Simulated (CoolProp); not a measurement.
Saturated liquid density (kg/m³) of R1234ze(Z): the reference equation beside estimates from Tc = 423.3 K, pc = 3531 kPa, ω = 0.327. Rackett uses Z = 0.29056 − 0.08775 ω.

The numbers come from the reference Helmholtz-energy equation of state, Akasaka 2019 in CoolProp.

| T (K) | reference | Rackett | van der Waals | Soave-Redlich-Kwong | Peng-Robinson |
|---|---|---|---|---|---|
| 295.9 | 1231 | 1130 | 653.6 | 998.0 | 1130 |
| 305.1 | 1206 | 1108 | 640.9 | 976.8 | 1106 |
| 314.3 | 1180 | 1085 | 627.8 | 954.1 | 1081 |
| 323.5 | 1153 | 1060 | 614.0 | 929.9 | 1055 |
| 332.7 | ___ | 1035 | 599.4 | 904.0 | 1026 |
| 341.9 | 1096 | 1008 | 584.1 | 876.1 | 994.4 |
| 351.1 | 1065 | 980.4 | 567.8 | ___ | 960.4 |
| 360.3 | 1031 | 950.6 | 550.3 | 813.4 | 923.3 |
| 369.5 | 995.6 | 918.5 | 531.5 | 777.7 | ___ |
| 378.7 | 956.3 | 883.6 | 511.0 | 738.1 | 836.7 |
| 387.9 | 912.3 | ___ | 488.1 | 693.8 | 785.1 |
| 397.1 | 861.6 | 800.0 | ___ | 642.8 | 725.4 |
| 406.3 | 799.8 | 745.6 | 431.0 | 581.7 | 653.4 |
| 415.5 | 714.9 | 670.0 | ___ | ___ | 558.1 |

Task: Fill in the missing entries.

Result: 
- 332.7, reference: 1125
- 351.1, Soave-Redlich-Kwong: 846.1
- 369.5, Peng-Robinson: 882.4
- 387.9, Rackett: 844.7
- 397.1, van der Waals: 462.1
- 415.5, van der Waals: 389.6
- 415.5, Soave-Redlich-Kwong: 501.2

Absolute difference from the reference over all 14 rows, mean and median: Rackett 7.7 and 7.9 %, van der Waals 46.6 and 46.7 %, Soave-Redlich-Kwong 22.1 and 20.8 %, Peng-Robinson 11.8 and 10.1 %.
